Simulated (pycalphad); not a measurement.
Computed with pycalphad from the COST 507 light-alloy database (1999), at 1 atm. The data set is of 1999 and partly superseded. Phase fractions are per mole of atoms.

Question: Give the equilibrium state of Al-0.58Si-0.44Fe (at.%) at 417 °C.

Answer: 
```
T = 690.00 K, P = 101325 Pa, N = 1 mol of atoms
G = -24840 J/mol, H = 10052 J/mol, S = 50.57 J/(mol K)  (SER reference)
chemical potentials (J/mol): Al -24372, Si -21523, Fe -134313
phase             fraction      x(Al)      x(Si)      x(Fe)
FCC_A1              0.9707     0.9985     0.0014      4e-06
ALFESI_BETA         0.0293     0.7000     0.1500     0.1500
```

Question: Give the equilibrium state of Al-0.58Si-0.44Fe (at.%) at 617 °C.

Answer: 
```
T = 890.00 K, P = 101325 Pa, N = 1 mol of atoms
G = -35767 J/mol, H = 16331 J/mol, S = 58.54 J/(mol K)  (SER reference)
chemical potentials (J/mol): Al -35308, Si -37046, Fe -137344
phase             fraction      x(Al)      x(Si)      x(Fe)
FCC_A1              0.9776     0.9957     0.0042   0.000142
ALFESI_ALPHA        0.0224     0.7338     0.0762     0.1900
```

Database names, with the compositions (at.%) that they take in these runs: ALFESI_ALPHA: Al 72 Fe 19 Si 8; ALFESI_BETA: Al 70 Si 15 Fe 15. FCC_A1 is fcc.
